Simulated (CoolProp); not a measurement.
Vapour-liquid equilibrium of R22 (1) + R115 (2) at 1590 kPa; x and y are mole fractions of (1).

Computed with CoolProp (multi-fluid Helmholtz-energy mixture model, Kamei 1995 and Lemmon 2016; pair parameters Bell 2016).

| x | bubble temperature (°C) | y at the bubble point | dew temperature at overall composition x (°C) | liquid density (mol/L) |
|---|---|---|---|---|
| 0.05 | 45.8 | 0.080 | 46.7 | 7.679 |
| 0.2 | 41.4 | 0.260 | 42.7 | 8.267 |
| 0.35 | 39.3 | 0.391 | 39.8 | 8.906 |
| 0.5 | 38.5 | 0.510 | 38.5 | 9.644 |
| 0.65 | 38.6 | 0.635 | 38.7 | 10.50 |
| 0.8 | 39.5 | 0.777 | 39.7 | 11.47 |
| 0.95 | 40.9 | 0.941 | 41.0 | 12.57 |

y crosses x between x = 0.5 and 0.65: the model has an azeotrope there.

Pair parameters are fitted to limited data, so mixtures are less certain than the pure fluids.
